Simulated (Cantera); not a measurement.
Input (Python, Cantera):

```python
import numpy as np
import cantera as ct

gas = ct.Solution("h2o2.yaml")
gas.TPX = 723, 410000, {'H2': 1, 'O2': 0.833, 'N2': 3}
flame = ct.FreeFlame(gas, width=0.015)
flame.set_refine_criteria(ratio=3, slope=0.08, curve=0.16)
flame.transport_model = "mixture-averaged"
flame.solve(loglevel=0, auto=True)
flame.transport_model = "multicomponent"
flame.soret_enabled = True
flame.solve(loglevel=0, refine_grid=True)
z, T = flame.grid, flame.T
thick = (T[-1] - T[0]) / np.gradient(T, z).max()
show = ['H2', 'O2', 'O', 'H2O', 'OH', 'H']
print(f"laminar burning velocity  {flame.velocity[0] * 100:.3f} cm/s")
print(f"burnt temperature         {T[-1]:.1f} K")
print(f"thermal thickness         {thick * 1e3:.4f} mm")
print(f"grid points               {len(z)}")
z0 = z[flame.heat_release_rate.argmax()]
print(f"{'z/mm':>9s}{'T/K':>9s}{'u/(m/s)':>9s}" + "".join(f"{s:>11s}" for s in show))
rows = []
for k in (-3, -2, -1.5, -1, -0.5, -0.25, 0, 0.25, 0.5, 1, 2, 4, 8):
    zz = z0 + k * thick
    rows.append([k * thick, np.interp(zz, z, T), np.interp(zz, z, flame.velocity),
                 *(np.interp(zz, z, flame.X[gas.species_index(s)]) for s in show)])
    print(f"{rows[-1][0] * 1e3:9.3f}{rows[-1][1]:9.1f}{rows[-1][2]:9.3f}" + "".join(f"{x:11.3e}" for x in rows[-1][3:]))
```

Output:

```
laminar burning velocity  535.727 cm/s
burnt temperature         2197.0 K
thermal thickness         0.0758 mm
grid points               102
     z/mm      T/K  u/(m/s)         H2         O2          O        H2O         OH          H
   -0.227    723.0    5.357  2.069e-01  1.724e-01  3.123e-13  1.720e-08  2.126e-14  5.583e-14
   -0.152    723.0    5.355  2.065e-01  1.724e-01  5.065e-11  4.194e-07  3.464e-12  1.077e-11
   -0.114    723.1    5.349  2.055e-01  1.727e-01  1.388e-09  3.894e-06  9.651e-11  4.055e-10
   -0.076    724.5    5.328  2.003e-01  1.738e-01  1.238e-07  8.523e-05  1.859e-08  1.621e-07
   -0.038    793.8    5.643  1.671e-01  1.774e-01  3.778e-05  6.648e-03  1.252e-04  1.878e-04
   -0.019   1043.8    7.229  1.248e-01  1.672e-01  6.997e-04  3.937e-02  1.076e-03  2.609e-03
    0.000   1401.3    9.559  6.915e-02  1.334e-01  4.213e-03  1.063e-01  4.256e-03  9.494e-03
    0.019   1663.3   11.294  3.036e-02  9.973e-02  8.330e-03  1.624e-01  9.299e-03  1.278e-02
    0.038   1812.5   12.268  1.608e-02  8.514e-02  9.352e-03  1.865e-01  1.234e-02  1.084e-02
    0.076   1962.6   13.210  9.089e-03  7.859e-02  7.339e-03  2.018e-01  1.344e-02  6.099e-03
    0.152   2078.7   13.908  5.126e-03  7.715e-02  4.098e-03  2.120e-01  1.164e-02  2.368e-03
    0.303   2149.5   14.321  2.327e-03  7.721e-02  1.825e-03  2.190e-01  8.472e-03  6.772e-04
    0.607   2183.2   14.513  9.561e-04  7.770e-02  7.585e-04  2.228e-01  5.702e-03  1.763e-04
```

Detailed kinetics in Cantera: the H2/O2 subset of GRI-Mech 3.0, which has no nitrogen chemistry. The hydrogen kinetics of GRI-Mech 3.0 are dated; newer H2 mechanisms differ, most at raised pressure. Burning velocities carry a grid error of a few per cent, more on coarse grids. Lean hydrogen flames are cellular in practice and burn faster than this planar one.
